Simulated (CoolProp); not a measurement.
A single-stage vapour-compression cycle with the fluid: evaporating at 247.15 K (dew point), condensing at 295.15 K (bubble point), superheat 10 K, subcooling 2 K, compressor efficiency 0.85, no pressure losses. The same conditions are run with several fluids, on thermodynamics alone (safety and materials aside).

Computed with CoolProp (reference Helmholtz-energy equation of state of each fluid (hydrogen chloride: Thol 2018; n-butane: Bücker 2006; R236FA: Pan 2012; R134a: Tillner-Roth 1994; fluoroethane (R161): Wu 2012; dimethyl ether: Wu 2011)).

```
fluid                cooling COP  pressure ratio  discharge temperature (K)  refrigerating effect (kJ/kg)  volumetric capacity (kJ/m³)
-------------------  -----------  --------------  -------------------------  ----------------------------  ---------------------------
hydrogen chloride           3.08            3.61                      383.3                           284                         6830
n-butane                    3.71            6.46                      313.1                           317                          300
R236FA                      3.56            7.62                      305.7                           124                          289
R134a                       3.59            5.98                      321.1                           163                          822
fluoroethane (R161)         3.61            5.08                      339.4                           326                         1280
dimethyl ether              3.69            5.63                      334.3                           374                          798
```
